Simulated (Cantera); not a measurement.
A closed system holds: 1 mol SiH2Cl2, 4.2 mol HCl, 17 mol N2, held at 7.50 mbar.

Method: chemical equilibrium by Gibbs-energy minimisation in Cantera with the NASA 1993 tables (ideal gas, pure condensed phases). Candidate condensed phases: NH4Cl, Si, Si3N4; 28 gas species. N2 is the only nitrogen source here; it is nearly inert below about 1500 K, so the nitride shown seldom forms there in practice. Kinetics and transport are ignored.

Q: Which condensed phases are stable at each of these points (T (K)): 1098, 1148, 1198, 1248, 1298, 1348, 1398, 1448, 1498, 1548, 1598, 1648?

A: 
| T (K) | condensed phases | Si condensed (%) |
|---|---|---|
| 1098 | Si3N4(s) | 46.1 |
| 1148 | Si3N4(s) | 47.3 |
| 1198 | Si3N4(s) | 47.7 |
| 1248 | Si3N4(s) | 46.8 |
| 1298 | Si3N4(s) | 43.2 |
| 1348 | Si3N4(s) | 34.9 |
| 1398 | Si3N4(s) | 19.9 |
| 1448 | gas only | 0.0 |
| 1498 | gas only | 0.0 |
| 1548 | gas only | 0.0 |
| 1598 | gas only | 0.0 |
| 1648 | gas only | 0.0 |

From 1098 K to 1398 K the condensed part is Si3N4(s). From 1448 K to 1648 K nothing is condensed.
